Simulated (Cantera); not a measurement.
Feed: 1 mol Si3N4, 0.011 mol CO2, 700 mol H2, 0.42 mol O2, held at 852 °C and 390 Pa.

Equilibrium computed with Cantera from the NASA thermochemical tables; the gas is ideal and each condensed phase is pure. Candidate condensed phases: C, C6H6, C7H8, C8H18, H2O, Si, SiC, SiO2, Si2N2O, Si3N4; 151 gas species. Mutual solubility and eutectic melting of coexisting phases are not modelled. Equilibrium is a limit: real reactors are often held back by kinetics, nucleation or transport.

Base state: H2 1.000, N2 0.000415 (mole fractions); condensed: SiC(s) + Si2N2O(s) + Si3N4(s).

Problem. What changes in the equilibrium state with this change: temperature from 852 °C to 1602 °C?

Solution. 
| species | before | after |
|---|---|---|
| H2 | 1.000 | 0.983 |
| H | 7.11e-7 | 0.0104 |
| N2 | 0.000415 | 0.00282 |
| Si | <1e-9 | 0.00232 |
| SiO | <1e-9 | 0.00120 |
| SiH | <1e-9 | 0.000133 |
| SiH2 | <1e-9 | 4.88e-5 |
| SiC(s), mol | 0.00466 | 0 |
| Si2N2O(s), mol | 0.862 | 0 |
| Si3N4(s), mol | 0.424 | 0 |
| Si(l), mol | 0 | 0.329 |
Gases not in the tables: Si2H6 and higher silanes.
